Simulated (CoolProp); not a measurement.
Vapour-liquid equilibrium of ethanol (1) + dimethyl carbonate (2) at 4.2 bar; x and y are mole fractions of (1).

Model: multi-fluid Helmholtz-energy mixture model, Schroeder 2014 and Zhou 2011; pair parameters Bell 2016, in CoolProp.

Problem. Give the bubble temperature and the first vapour's composition at x = 0.35, 0.5, 0.65. Is there an azeotrope?

Solution. x = 0.35: 395.0 K, y = 0.549; x = 0.5: 392.6 K, y = 0.635; x = 0.65: 391.3 K, y = 0.709. y crosses x between x = 0.725 and 0.8: the model has an azeotrope there.

Pair parameters are fitted to limited data, so mixtures are less certain than the pure fluids.
